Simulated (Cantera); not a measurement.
Feed: 1 mol TEOS, 4.3 mol O3, 0.17 mol H2, at 3900 Pa.

Method: chemical equilibrium by Gibbs-energy minimisation in Cantera with the NASA 1993 tables (ideal gas, pure condensed phases). Candidate condensed phases: C, C6H6, C7H8, C8H18, H2O, Si, SiC, SiO2; 123 gas species. The feed counts by its element totals alone. The tables hold silica as quartz up to 1696 K and as liquid above; real silica turns to tridymite and cristobalite and melts near 1996 K. Gases not in the tables: Si(OH)4. Equilibrium is a limit: real reactors are often held back by kinetics, nucleation or transport.

Task: Which condensed phases are stable at each of these points (T (°C)): 450, 550, 650, 750, 850, 950, 1050, 1150, 1250, 1350?

Result: 
```json
[
 {"T (°C)": "450", "condensed phases": "C(graphite) + SiO2(α-quartz)", "Si condensed (%)": "100.0"},
 {"T (°C)": "550", "condensed phases": "SiO2(α-quartz)", "Si condensed (%)": "100.0"},
 {"T (°C)": "650", "condensed phases": "SiO2(β-quartz)", "Si condensed (%)": "100.0"},
 {"T (°C)": "750", "condensed phases": "SiO2(β-quartz)", "Si condensed (%)": "100.0"},
 {"T (°C)": "850", "condensed phases": "SiO2(β-quartz)", "Si condensed (%)": "100.0"},
 {"T (°C)": "950", "condensed phases": "SiO2(β-quartz)", "Si condensed (%)": "100.0"},
 {"T (°C)": "1050", "condensed phases": "SiO2(β-quartz)", "Si condensed (%)": "100.0"},
 {"T (°C)": "1150", "condensed phases": "SiO2(β-quartz)", "Si condensed (%)": "100.0"},
 {"T (°C)": "1250", "condensed phases": "SiO2(β-quartz)", "Si condensed (%)": "100.0"},
 {"T (°C)": "1350", "condensed phases": "SiO2(β-quartz)", "Si condensed (%)": "100.0"}
]
```

At 450 °C the condensed part is C(graphite) + SiO2(α-quartz). At 550 °C the condensed part is SiO2(α-quartz). From 650 °C to 1350 °C the condensed part is SiO2(β-quartz).
